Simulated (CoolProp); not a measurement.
Vapour-liquid equilibrium of R113 (1) + acetone (2) at 0.0156 MPa; x and y are mole fractions of (1).

Values from CoolProp's multi-fluid Helmholtz-energy mixture model, Marx 1992 and Lemmon 2006; pair parameters Bell 2016.

Question: Give the bubble temperature and the first vapour's composition at x = 0.2, 0.275, 0.5. Is there an azeotrope?

Answer: x = 0.2: 275.0 K, y = 0.448; x = 0.275: 273.7 K, y = 0.514; x = 0.5: 271.9 K, y = 0.625. y crosses x between x = 0.65 and 0.725: the model has an azeotrope there.

Pair parameters are fitted to limited data, so mixtures are less certain than the pure fluids.
